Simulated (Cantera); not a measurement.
Cantera run, input and output.

```python
import numpy as np
import cantera as ct

gas = ct.Solution("SiF4_NH3_mec.yaml", "gas")
gas.TPX = 1550, 13332, {'NH3': 1, 'H2': 3.6}
reactor = ct.IdealGasConstPressureReactor(gas, energy="off", clone=False)
net = ct.ReactorNet([reactor])
net.rtol, net.atol = 1e-08, 1e-18
show = ['NH3', 'H2', 'N2', 'H', 'N']
times = np.geomspace(0.0004, 70, 11)

steps = ct.SolutionArray(gas, extra=["t"])
rows = []
print(f"{'t/s':>10s}{'T/K':>9s}{'P/Pa':>11s}" + "".join(f"{s:>11s}" for s in show))
for t in times:
    while net.time < t:
        t_next = net.step()
        steps.append(gas.state, t=t_next)
    rows.append([np.interp(t, steps.t, y) for y in (steps.T, steps.P, *steps(*show).X.T)])
    print(f"{t:10.3e}{rows[-1][0]:9.1f}{rows[-1][1]:11.4g}" + "".join(f"{x:11.3e}" for x in rows[-1][2:]))
rate = np.gradient(steps.T, steps.t)
print("integrator steps:", len(steps.t))
if steps.T.max() > steps.T[0] + 200:
    print(f"time of steepest temperature rise: {steps.t[rate.argmax()]:.4e} s")
gas.TPX = 1550, 13332, {'NH3': 1, 'H2': 3.6}
gas.equilibrate("TP")
print(f"equilibrium (TP): T = {gas.T:.1f} K  " + "  ".join(f"{s} {gas[s].X[0]:.3e}" for s in show))
```

Output:

```
       t/s      T/K       P/Pa        NH3         H2         N2          H          N
 4.000e-04   1550.0  1.333e+04  2.174e-01  7.826e-01  4.702e-13  2.615e-07  9.296e-16
 1.338e-03   1550.0  1.333e+04  2.174e-01  7.826e-01  4.626e-11  8.750e-07  3.681e-14
 4.474e-03   1550.0  1.333e+04  2.174e-01  7.826e-01  2.478e-09  2.925e-06  1.396e-12
 1.496e-02   1550.0  1.333e+04  2.174e-01  7.826e-01  1.075e-07  9.714e-06  5.125e-11
 5.004e-02   1550.0  1.333e+04  2.174e-01  7.826e-01  4.251e-06  2.931e-05  1.394e-09
 1.673e-01   1550.0  1.333e+04  2.172e-01  7.827e-01  6.723e-05  4.465e-05  4.882e-09
 5.596e-01   1550.0  1.333e+04  2.166e-01  7.830e-01  3.231e-04  4.492e-05  4.950e-09
 1.871e+00   1550.0  1.333e+04  2.145e-01  7.843e-01  1.171e-03  4.510e-05  4.939e-09
 6.259e+00   1550.0  1.333e+04  2.078e-01  7.882e-01  3.913e-03  4.567e-05  4.899e-09
 2.093e+01   1550.0  1.333e+04  1.878e-01  8.000e-01  1.215e-02  4.748e-05  4.766e-09
 7.000e+01   1550.0  1.333e+04  1.391e-01  8.287e-01  3.214e-02  5.256e-05  4.332e-09
integrator steps: 534
equilibrium (TP): T = 1550.0 K  NH3 1.828e-06  H2 9.106e-01  N2 8.928e-02  H 8.286e-05  N 1.708e-13
```

Detailed kinetics in Cantera: the gas-phase N/H chemistry of the illustrative SiF4/NH3 mechanism in the Surface Chemkin manual (1991). Walls and surfaces, which speed up NH3 decomposition in real reactors, are not modelled.
